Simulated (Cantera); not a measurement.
Input: 1 mol PbO, 0.44 mol CH₄, 2.6 mol N₂, equilibrated at 900 K and 7.50 Torr.

These are equilibrium values from Cantera (NASA tables, ideal gas, pure condensed phases), not measurements of a reactor. Candidate condensed phases: C, C₆H₆, C₇H₈, C₈H₁₈, H₂O, Pb, PbO, PbO₂, Pb₃O₄; 139 gas species. Equilibrium is a limit: real reactors are often held back by kinetics, nucleation or transport.

Base state: N₂ 0.663, H₂ 0.144, H₂O 0.0800, CO₂ 0.0629, CO 0.0494, Pb 0.000137 (mole fractions); condensed: Pb(l).

**Question.** What changes in the equilibrium state with this change: PbO replaced by Fe₂O₃?

**Answer.** 
```csv
species,before,after
N₂,0.663,0.663
H₂,0.144,0.145
H₂O,0.0800,0.0800
Pb,0.000137,0
CO₂,0.0629,0.0629
CO,0.0494,0.0494
"Pb(l), mol",0.999,0
"FeO(s), mol",0,2.00
```
The tables' stoichiometric FeO is somewhat more stable than real wüstite, so its field is too wide. FeO: taken at fixed stoichiometry. Further candidate phases: Fe, Fe(CO)₅, FeO, Fe(OH)₂, Fe(OH)₃, Fe₂O₃, Fe₃O₄.

**Question.** What changes in the equilibrium state with this change: temperature from 900 K to 2450 K?

**Answer.** 
```tsv
species	before	after
N₂	0.663	0.506
Pb	0.000137	0.192
CO	0.0494	0.0734
H₂	0.144	0.0690
H	<1e-9	0.0528
OH	<1e-9	0.0106
CO₂	0.0629	0.0125
H₂O	0.0800	0.0710
O	<1e-9	0.00539
PbO	<1e-9	0.00343
Pb(l), mol	0.999	0
```

**Question.** What changes in the equilibrium state with this change: temperature from 900 K to 2025 K?

**Answer.** 
| species | before | after |
|---|---|---|
| N₂ | 0.663 | 0.527 |
| Pb | 0.000137 | 0.201 |
| H₂O | 0.0800 | 0.0939 |
| H₂ | 0.144 | 0.0814 |
| CO₂ | 0.0629 | 0.0176 |
| CO | 0.0494 | 0.0715 |
| H | <1e-9 | 0.00549 |
| PbO | <1e-9 | 0.00116 |
| Pb(l), mol | 0.999 | 0 |
